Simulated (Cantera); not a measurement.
BCl3 + NH3 + H2 (boron, boron nitride and boron oxide)

A closed system holds: 1 mol BCl3, 30 mol NH3, 2.7 mol H2, equilibrated at 1.00 bar.

Equilibrium computed with Cantera from the NASA thermochemical tables; the gas is ideal and each condensed phase is pure. Candidate condensed phases: B, BN, NH4Cl; 21 gas species. The tables' values for BCl, BH2, BCl2 are old estimates; treat these amounts as uncertain. Rates play no part.

```json
[
 {"T (K)": "823", "x H2": "0.725", "x N2": "0.227", "x HCl": "0.0471", "x H": "6.24e-12", "n BN(s)": "1.00"},
 {"T (K)": "973", "x H2": "0.725", "x N2": "0.228", "x HCl": "0.0471", "x H": "9.21e-10", "n BN(s)": "1.00"},
 {"T (K)": "1123", "x H2": "0.725", "x N2": "0.228", "x HCl": "0.0471", "x H": "3.63e-8", "n BN(s)": "1.00"},
 {"T (K)": "1273", "x H2": "0.725", "x N2": "0.228", "x HCl": "0.0471", "x H": "6.07e-7", "n BN(s)": "1.000"},
 {"T (K)": "1423", "x H2": "0.725", "x N2": "0.228", "x HCl": "0.0471", "x H": "5.66e-6", "n BN(s)": "1.000"},
 {"T (K)": "1573", "x H2": "0.725", "x N2": "0.228", "x HCl": "0.0471", "x H": "3.46e-5", "n BN(s)": "1.000"},
 {"T (K)": "1723", "x H2": "0.725", "x N2": "0.228", "x HCl": "0.0471", "x H": "0.000155", "n BN(s)": "1.000"},
 {"T (K)": "1873", "x H2": "0.725", "x N2": "0.228", "x HCl": "0.0470", "x H": "0.000549", "n BN(s)": "1.000"},
 {"T (K)": "2023", "x H2": "0.724", "x N2": "0.227", "x HCl": "0.0469", "x H": "0.00162", "n BN(s)": "0.996"},
 {"T (K)": "2173", "x H2": "0.722", "x N2": "0.227", "x HCl": "0.0465", "x H": "0.00410", "n BN(s)": "0.977"},
 {"T (K)": "2323", "x H2": "0.717", "x N2": "0.227", "x HCl": "0.0449", "x H": "0.00922", "n BN(s)": "0.886"}
]
```
x: gas mole fraction; n: condensed amount in mol.

From 823 K to 2323 K the condensed part is BN(s).
